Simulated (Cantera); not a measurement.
A Cantera script and its output.

```python
import numpy as np
import cantera as ct

gas = ct.Solution("gri30.yaml")
gas.TPX = 898, 19000, {'H2': 1.5, 'O2': 1, 'N2': 7.2}
reactor = ct.IdealGasConstPressureReactor(gas, energy="off", clone=False)
net = ct.ReactorNet([reactor])
net.rtol, net.atol = 1e-08, 1e-18
show = ['H2', 'O2', 'N2O', 'H2O2', 'H']
times = np.geomspace(2e-05, 60, 13)

steps = ct.SolutionArray(gas, extra=["t"])
rows = []
print(f"{'t/s':>10s}{'T/K':>9s}{'P/Pa':>11s}" + "".join(f"{s:>11s}" for s in show))
for t in times:
    while net.time < t:
        t_next = net.step()
        steps.append(gas.state, t=t_next)
    rows.append([np.interp(t, steps.t, y) for y in (steps.T, steps.P, *steps(*show).X.T)])
    print(f"{t:10.3e}{rows[-1][0]:9.1f}{rows[-1][1]:11.4g}" + "".join(f"{x:11.3e}" for x in rows[-1][2:]))
rate = np.gradient(steps.T, steps.t)
print("integrator steps:", len(steps.t))
if steps.T.max() > steps.T[0] + 200:
    print(f"time of steepest temperature rise: {steps.t[rate.argmax()]:.4e} s")
gas.TPX = 898, 19000, {'H2': 1.5, 'O2': 1, 'N2': 7.2}
gas.equilibrate("TP")
print(f"equilibrium (TP): T = {gas.T:.1f} K  " + "  ".join(f"{s} {gas[s].X[0]:.3e}" for s in show))
```

Output:

```
       t/s      T/K       P/Pa         H2         O2        N2O       H2O2          H
 2.000e-05    898.0    1.9e+04  1.546e-01  1.031e-01  1.266e-21  1.145e-16  1.905e-12
 6.931e-05    898.0    1.9e+04  1.546e-01  1.031e-01  3.111e-20  1.460e-15  7.030e-12
 2.402e-04    898.0    1.9e+04  1.546e-01  1.031e-01  7.172e-19  2.210e-14  3.869e-11
 8.324e-04    898.0    1.9e+04  1.546e-01  1.031e-01  4.366e-17  9.675e-13  1.131e-09
 2.884e-03    898.0    1.9e+04  1.545e-01  1.030e-01  2.194e-12  1.140e-07  6.118e-05
 9.996e-03    898.0    1.9e+04  6.372e-03  3.101e-02  5.079e-09  6.014e-07  1.209e-04
 3.464e-02    898.0    1.9e+04  2.888e-03  2.933e-02  6.230e-09  1.887e-06  6.015e-06
 1.200e-01    898.0    1.9e+04  2.149e-03  2.897e-02  6.630e-09  7.441e-06  4.188e-07
 4.160e-01    898.0    1.9e+04  1.663e-03  2.873e-02  6.957e-09  1.279e-05  2.481e-07
 1.442e+00    898.0    1.9e+04  8.506e-04  2.834e-02  7.651e-09  9.539e-06  9.378e-08
 4.996e+00    898.0    1.9e+04  2.051e-04  2.803e-02  8.506e-09  2.220e-06  1.319e-08
 1.731e+01    898.0    1.9e+04  3.143e-05  2.795e-02  8.875e-09  1.166e-07  6.050e-10
 6.000e+01    898.0    1.9e+04  5.828e-06  2.794e-02  8.940e-09  5.581e-09  3.170e-11
integrator steps: 2013
equilibrium (TP): T = 898.0 K  H2 6.882e-12  O2 2.793e-02  N2O 1.355e-10  H2O2 8.052e-12  H 6.629e-16
```

Model: GRI-Mech 3.0 (53 species, 325 reactions), integrated in Cantera. Below about 950 K walls govern HO2 and H2O2 in real vessels. The temperature is held fixed by assumption; the heat of reaction is taken as removed at once.
